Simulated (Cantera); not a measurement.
Equilibrium for silicon epitaxy and polysilicon growth: Si3H8 + Cl2 + H2

Charge: 1 mol Si3H8, 0.13 mol Cl2, 75 mol H2, at 42.0 mbar.

These are equilibrium values from Cantera (NASA tables, ideal gas, pure condensed phases), not measurements of a reactor. Candidate condensed phases: Si; 19 gas species. The feed counts by its element totals alone. Gases not in the tables: Si2H6 and higher silanes. The numbers say what is thermodynamically allowed, not how fast it happens.

| T (K) | x H2 | x HCl | x H | x SiHCl3 | x SiCl4 | x Si | n Si(s) | n Si(l) |
|---|---|---|---|---|---|---|---|---|
| 898 | 0.998 | 0.00199 | 5.33e-10 | 0.000207 | 0.000148 | <1e-12 | 2.97 | 0 |
| 998 | 0.997 | 0.00303 | 1.05e-8 | 4.06e-5 | 1.78e-5 | <1e-12 | 2.99 | 0 |
| 1098 | 0.997 | 0.00322 | 1.20e-7 | 4.65e-6 | 1.03e-6 | <1e-12 | 3.00 | 0 |
| 1198 | 0.997 | 0.00323 | 9.26e-7 | 6.72e-7 | 8.09e-8 | 3.07e-11 | 3.00 | 0 |
| 1298 | 0.997 | 0.00323 | 5.22e-6 | 1.30e-7 | 9.31e-9 | 9.67e-10 | 3.00 | 0 |
| 1398 | 0.997 | 0.00322 | 2.31e-5 | 3.18e-8 | 1.46e-9 | 1.86e-8 | 3.00 | 0 |
| 1498 | 0.997 | 0.00322 | 8.37e-5 | 9.41e-9 | 2.96e-10 | 2.39e-7 | 3.00 | 0 |
| 1598 | 0.996 | 0.00321 | 0.000259 | 3.26e-9 | 7.31e-11 | 2.23e-6 | 3.00 | 0 |
| 1698 | 0.996 | 0.00321 | 0.000704 | 1.26e-9 | 2.10e-11 | 1.56e-5 | 0 | 2.99 |
| 1798 | 0.995 | 0.00321 | 0.00171 | 4.54e-10 | 5.87e-12 | 7.34e-5 | 0 | 2.99 |
x: gas mole fraction; n: condensed amount in mol.

From 898 K to 1598 K the condensed part is Si(s). From 1698 K to 1798 K the condensed part is Si(l). The main Si-bearing gas is SiHCl3 at 898 K and Si at 1798 K.
